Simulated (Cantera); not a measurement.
An adiabatic, constant-pressure homogeneous reactor starts with 3.38 % C₃H₈, 12.1 % O₂, 84.5 % N₂, at 1650 K and 3750 Torr.

Detailed kinetics in Cantera: GRI-Mech 3.0 (53 species, 325 reactions). GRI-Mech 3.0 was tuned for natural gas; its chemistry of propane as a main component is partial and can be far from experiment.

One state of this run: T (K) = 2638; x C₃H₈ = <1e-12; x O₂ = 0.000275; x H₂ = 0.0283; x H₂O₂ = 3.22e-8; x HCN = 2.90e-8; x H₂O = 0.0932; x CO₂ = 0.0312. x: mole fraction; the columns are a selection and need not sum to one.

Which value of t (s) does it belong to?
A) 6.50e-5
B) 0.00675
C) 2.04e-5
D) 0.000208

B, 0.00675
